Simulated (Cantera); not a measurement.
A freely propagating, adiabatic, planar premixed flame of H₂ : O₂ : N₂ = 1 : 0.455 : 1.71 (molar parts), unburnt at 500 K and 0.651 atm; mixture-averaged transport, grid criteria slope 0.08 and curve 0.16, no radiation.

Cantera simulation using the H2/O2 subset of GRI-Mech 3.0, which has no nitrogen chemistry; the numbers are that mechanism's predictions, not measurements. Burning velocities carry a grid error of a few per cent, more on coarse grids.

**Question.** What does this change do: O2 0.455 to 0.34 parts?

**Answer.** 
| quantity | before | after |
|---|---|---|
| laminar burning velocity | 561 cm/s | 497 cm/s |
| thermal thickness | 0.759 mm | 0.762 mm |
| peak x(H₂O₂) | 2.30e-5 | 1.84e-5 |
| peak x(H) | 0.0694 | 0.0718 |
| peak x(OH) | 0.0170 | 0.00697 |
